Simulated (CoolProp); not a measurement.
Vapour-liquid equilibrium of R143a (1) + isobutene (2) at 200.1 K; x and y are mole fractions of (1).

The numbers come from the multi-fluid Helmholtz-energy mixture model, Lemmon and Jacobsen 2000 and Lemmon 2005; pair parameters Bell 2016 in CoolProp.

```
x     bubble pressure (bar)  y at the bubble point  dew pressure at overall composition x (bar)  liquid density (mol/L)
----  ---------------------  ---------------------  -------------------------------------------  ----------------------
0.05             (withheld)                  0.650                                   (withheld)                   12.51
0.15                 0.1343                  0.817                                      0.03224                   12.68
0.25                 0.1648                  0.859                                      0.03642                   12.86
0.35             (withheld)             (withheld)                                      0.04184                   13.05
0.45                 0.1921                  0.890                                      0.04915              (withheld)
0.55                 0.2004                  0.900                                      0.05952              (withheld)
0.65                 0.2087                  0.911                                      0.07539                   13.71
0.75                 0.2180                  0.926                                   (withheld)                   13.96
0.85                 0.2288                  0.947                                       0.1572                   14.23
0.95                 0.2412                  0.979                                       0.2300                   14.53
```

Q: Fill in the missing entries.

A: 
- 0.05, bubble pressure (bar): 0.07546
- 0.05, dew pressure at overall composition x (bar): 0.02892
- 0.35, bubble pressure (bar): 0.1816
- 0.35, y at the bubble point: 0.878
- 0.45, liquid density (mol/L): 13.26
- 0.55, liquid density (mol/L): 13.47
- 0.75, dew pressure at overall composition x (bar): 0.1025

No azeotrope shows between x = 0.05 and 0.95.

The pair parameters rest on a limited set of measurements; away from them the model extrapolates. With so large a gap from Raoult's law the liquid may split in two, which this calculation doesn't test in full.
